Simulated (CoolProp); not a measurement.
Nitrous oxide at several states: density (kg/m³) from the reference equation and from simpler models built on Tc = 36.4 °C, pc = 72.45 bar, ω = 0.161; each cubic takes its own stable root.

Values from CoolProp's reference Helmholtz-energy equation of state, Lemmon 2006. It is a short technical equation, of lower accuracy than the large ones.

| T (°C) | p (bar) | phase | reference | van der Waals | Redlich-Kwong |
|---|---|---|---|---|---|
| -46.85 | 3.56 | gas | 8.745 | 8.596 | 8.688 |
| 82.45 | 308 | supercritical | 751.5 | 601.8 | ___ |
| 40.35 | 190 | supercritical | 827.6 | 604.4 | 745.5 |
| -25.35 | 2.63 | gas | 5.767 | 5.724 | 5.754 |
| -11.05 | 9.06 | gas | ___ | 19.43 | ___ |
| 141.55 | 24.9 | gas | 33.27 | 33.46 | 33.41 |

### Question
Complete the blanks.

### Answer

- 82.45, Redlich-Kwong: 705.4
- -11.05, reference: 19.84
- -11.05, Redlich-Kwong: 19.72
